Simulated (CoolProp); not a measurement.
The numbers come from the reference Helmholtz-energy equation of state, Span 1996 in CoolProp.

Question: Give the vapour pressure (MPa), vapour density (kg/m³), surface tension (mN/m), liquid conductivity (mW/(m K)) of saturated carbon dioxide at 263, 291.1 K.

Answer: 
```json
[
 {"T (K)": "263", "p (MPa)": "2.64", "vapour density (kg/m³)": "70.8", "surface tension (mN/m)": "6.40", "liquid conductivity (mW/(m K))": "121"},
 {"T (K)": "291.1", "p (MPa)": "5.46", "vapour density (kg/m³)": "179", "surface tension (mN/m)": "1.51", "liquid conductivity (mW/(m K))": "87.6"}
]
```

Thermal conductivity comes from a separate model (Huber 2016). Surface tension comes from a separate correlation (Mulero 2012).
